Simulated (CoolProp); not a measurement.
Values from CoolProp's reference Helmholtz-energy equation of state, Lemmon 2006. It is a short technical equation, of lower accuracy than the large ones.

Task: Give the vapour pressure (MPa), liquid density (kg/m³), enthalpy of vaporisation (kJ/kg), liquid cp (kJ/(kg K)) of saturated acetone at 333.6, 467.7, 494.6 K.

Result: 
```tsv
T (K)	p (MPa)	liquid density (kg/m³)	enthalpy of vaporisation (kJ/kg)	liquid cp (kJ/(kg K))
333.6	0.117	744	497	2.24
467.7	2.53	530	274	3.22
494.6	3.84	444	175	4.84
```
